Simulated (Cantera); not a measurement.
# Premixed flame

A freely propagating, adiabatic, planar premixed flame of 8.56 % CH₄, 0.514 % C₂H₆, 19.1 % O₂, 71.8 % N₂, unburnt at 675 K and 1000000 Pa; multicomponent transport, grid criteria slope 0.08 and curve 0.16, no radiation.

Model: GRI-Mech 3.0 (53 species, 325 reactions), integrated in Cantera. Burning velocities carry a grid error of a few per cent, more on coarse grids.

| z (mm) | T (K) | u (m/s) | x CH₄ | x C₂H₆ | x O₂ | x CH₂O | x O | x CO₂ |
|---|---|---|---|---|---|---|---|---|
| -0.167 | 676 | 0.769 | 0.0854 | 0.00513 | 0.191 | 1.15e-6 | <1e-8 | 3.05e-6 |
| -0.111 | 681 | 0.776 | 0.0850 | 0.00512 | 0.190 | 7.87e-6 | <1e-8 | 2.17e-5 |
| -0.0836 | 697 | 0.796 | 0.0839 | 0.00509 | 0.188 | 3.52e-5 | <1e-8 | 0.000103 |
| -0.0557 | 781 | 0.896 | 0.0788 | 0.00494 | 0.181 | 0.000242 | <1e-8 | 0.000793 |
| -0.0279 | 1186 | 1.38 | 0.0543 | 0.00359 | 0.143 | 0.00146 | 2.53e-6 | 0.00725 |
| -0.0139 | 1595 | 1.87 | 0.0289 | 0.00166 | 0.101 | 0.00159 | 4.77e-5 | 0.0177 |
| 0 | 1998 | 2.35 | 0.00584 | 9.44e-5 | 0.0531 | 0.000581 | 0.000455 | 0.0349 |
| 0.0139 | 2183 | 2.56 | 0.000265 | 1.65e-7 | 0.0280 | 6.41e-5 | 0.00146 | 0.0524 |
| 0.0279 | 2260 | 2.63 | 6.56e-6 | <1e-8 | 0.0199 | 2.24e-6 | 0.00169 | 0.0634 |
| 0.0557 | 2344 | 2.72 | <1e-8 | <1e-8 | 0.0147 | <1e-8 | 0.00125 | 0.0726 |
| 0.111 | 2416 | 2.79 | <1e-8 | <1e-8 | 0.0111 | <1e-8 | 0.000743 | 0.0783 |
| 0.223 | 2461 | 2.83 | <1e-8 | <1e-8 | 0.00874 | <1e-8 | 0.000475 | 0.0819 |
| 0.446 | 2477 | 2.85 | <1e-8 | <1e-8 | 0.00780 | <1e-8 | 0.000391 | 0.0834 |
x: mole fraction of selected species; z is measured from the peak of heat release.

```
Property                      Value
------------------------  ---------
laminar burning velocity  76.7 cm/s
thermal thickness         0.0557 mm
peak x(CH₂O)                0.00173
peak x(O)                   0.00171
grid points                     136
```
